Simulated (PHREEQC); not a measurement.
Brine (model solution)

Make-up at 40 °C: 1.3 mol/kgw Na2SO4 and 0.0065 mol/kgw K2SO4. Closed to the air; pH follows from the charge balance.

All values are PHREEQC results (Pitzer model, pitzer.dat), not measurements.

Each row changes one thing in this solution. This is a speciation only: nothing precipitates in the calculation.

| case | HSO4- (mol/kgw) | SI of Mirabilite (Na2SO4:10H2O) | SI of Thenardite (Na2SO4) |
|---|---|---|---|
| as made | 7.74e-7 | -0.77 | -0.87 |
| Na2SO4 from 1.3 to 1.17 mol/kgw | 7.60e-7 | -0.84 | -0.95 |
| diluted 100-fold with water | 1.34e-7 | -4.89 | -5.19 |
| K2SO4 replaced by CaSO4 at the same molality | 7.73e-7 | -0.77 | -0.87 |
| diluted 5-fold with water | 5.23e-7 | -1.95 | -2.20 |
| Na2SO4 from 1.3 to 1.43 mol/kgw | [?] | -0.71 | [?] |

Question: Some entries are withheld; supply them.

Answer: 
- Na2SO4 from 1.3 to 1.43 mol/kgw, HSO4- (mol/kgw): 7.86e-7
- Na2SO4 from 1.3 to 1.43 mol/kgw, SI of Thenardite (Na2SO4): -0.79

At this temperature some constants are extrapolated from 25 °C, and those without enthalpy data are left unchanged.
